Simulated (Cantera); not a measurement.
A freely propagating, adiabatic, planar premixed flame of 42.8 % H₂, 13.4 % O₂, 36.1 % N₂, 7.71 % H₂O, unburnt at 450 K and 120000 Pa; mixture-averaged transport, grid criteria slope 0.08 and curve 0.16, no radiation.

Detailed kinetics in Cantera: the H2/O2 subset of GRI-Mech 3.0, which has no nitrogen chemistry. Burning velocities carry a grid error of a few per cent, more on coarse grids.

x: mole fraction of selected species; z is measured from the peak of heat release.

```json
[
 {"z (mm)": "-0.823", "T (K)": "450", "u (m/s)": "6.43", "x H₂": "0.428", "x O₂": "0.134", "x H₂O": "0.0771", "x O": "<1e-8", "x H₂O₂": "<1e-8", "x OH": "<1e-8"},
 {"z (mm)": "-0.548", "T (K)": "450", "u (m/s)": "6.43", "x H₂": "0.428", "x O₂": "0.134", "x H₂O": "0.0771", "x O": "<1e-8", "x H₂O₂": "<1e-8", "x OH": "<1e-8"},
 {"z (mm)": "-0.411", "T (K)": "450", "u (m/s)": "6.43", "x H₂": "0.428", "x O₂": "0.134", "x H₂O": "0.0771", "x O": "<1e-8", "x H₂O₂": "<1e-8", "x OH": "<1e-8"},
 {"z (mm)": "-0.274", "T (K)": "450", "u (m/s)": "6.43", "x H₂": "0.428", "x O₂": "0.134", "x H₂O": "0.0771", "x O": "<1e-8", "x H₂O₂": "<1e-8", "x OH": "<1e-8"},
 {"z (mm)": "-0.137", "T (K)": "462", "u (m/s)": "6.56", "x H₂": "0.425", "x O₂": "0.134", "x H₂O": "0.0778", "x O": "1.97e-6", "x H₂O₂": "3.40e-6", "x OH": "8.88e-6"},
 {"z (mm)": "-0.0685", "T (K)": "693", "u (m/s)": "9.57", "x H₂": "0.394", "x O₂": "0.130", "x H₂O": "0.0967", "x O": "0.000169", "x H₂O₂": "6.20e-5", "x OH": "0.00107"},
 {"z (mm)": "0", "T (K)": "1157", "u (m/s)": "15.4", "x H₂": "0.307", "x O₂": "0.101", "x H₂O": "0.171", "x O": "0.00249", "x H₂O₂": "1.35e-5", "x OH": "0.00223"},
 {"z (mm)": "0.0685", "T (K)": "1492", "u (m/s)": "19.6", "x H₂": "0.207", "x O₂": "0.0436", "x H₂O": "0.280", "x O": "0.00558", "x H₂O₂": "3.13e-6", "x OH": "0.00626"},
 {"z (mm)": "0.137", "T (K)": "?", "u (m/s)": "21.7", "x H₂": "0.164", "x O₂": "?", "x H₂O": "0.334", "x O": "?", "x H₂O₂": "?", "x OH": "?"},
 {"z (mm)": "0.274", "T (K)": "1805", "u (m/s)": "23.4", "x H₂": "0.156", "x O₂": "0.00459", "x H₂O": "0.356", "x O": "0.00397", "x H₂O₂": "1.09e-6", "x OH": "0.0109"},
 {"z (mm)": "0.548", "T (K)": "1945", "u (m/s)": "25.0", "x H₂": "0.162", "x O₂": "0.00284", "x H₂O": "0.364", "x O": "0.00287", "x H₂O₂": "5.75e-7", "x OH": "0.0112"},
 {"z (mm)": "1.10", "T (K)": "2078", "u (m/s)": "26.4", "x H₂": "0.168", "x O₂": "0.00171", "x H₂O": "0.372", "x O": "0.00176", "x H₂O₂": "3.05e-7", "x OH": "0.0102"},
 {"z (mm)": "2.19", "T (K)": "2189", "u (m/s)": "27.6", "x H₂": "0.173", "x O₂": "?", "x H₂O": "0.380", "x O": "?", "x H₂O₂": "?", "x OH": "?"}
]
```

Q: Some entries are withheld; supply them.

A: 
- 0.137, T (K): 1657
- 0.137, x O₂: 0.0147
- 0.137, x O: 0.00508
- 0.137, x H₂O₂: 1.93e-6
- 0.137, x OH: 0.00909
- 2.19, x O₂: 0.000876
- 2.19, x O: 0.000918
- 2.19, x H₂O₂: 1.68e-7
- 2.19, x OH: 0.00826
